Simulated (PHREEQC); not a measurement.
Consider water at 25 °C with 0.098 mol Na2S, 4.7e-05 mol LiF and 0.24 mol KHSO4 per kg of water. Closed to the air; pH follows from the charge balance.

All values are PHREEQC results (ion-association model, wateq4f.dat), not measurements.

This is a speciation only: nothing precipitates in the calculation.

Predict the pH, ionic strength.

pH 2.10; ionic strength 0.526 mol/kgw.

In which forms is F present?

HF 86 %, F- 13 %, NaF 0.5 % of the F.

The polysulfide entries of wateq4f.dat were taken out for this run.
